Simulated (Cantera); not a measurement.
Cantera with NASA thermochemical tables; ideal gases at 1 bar, condensed phases pure. Values are per mole of reaction as written; species without (g) are pure solids or liquids, kept so even where they would boil at 1 bar.

3 BaF2 + O3(g) → 3 BaO + 6 F(g), with ΔH° = 2315.8 kJ and ΔS° = 641.0 J/K at 300 K.

### Question
How far is the shortcut ΔG° ≈ ΔH°(300 K) − T·ΔS°(300 K) from the full temperature-dependent value at 1125, 1325, 1525, 1725, 1925 K?

### Answer
| T (K) | shortcut (kJ) | full (kJ) | difference (kJ) | difference in log10 K | condensed phases |
|---|---|---|---|---|---|
| 1125 | 1594.7 | 1592.3 | 2.3 | -0.11 | BaF2(s), BaO(s) |
| 1325 | 1466.5 | 1468.2 | -1.7 | 0.07 | BaF2(s), BaO(s) |
| 1525 | 1338.3 | 1348.3 | -10.0 | 0.34 | BaF2(s), BaO(s) |
| 1725 | 1210.1 | 1235.0 | -24.9 | 0.75 | BaF2(l), BaO(s) |
| 1925 | 1081.9 | 1127.8 | -45.9 | 1.25 | BaF2(l), BaO(s) |
The shortcut ignores heat capacities and the phase changes listed.
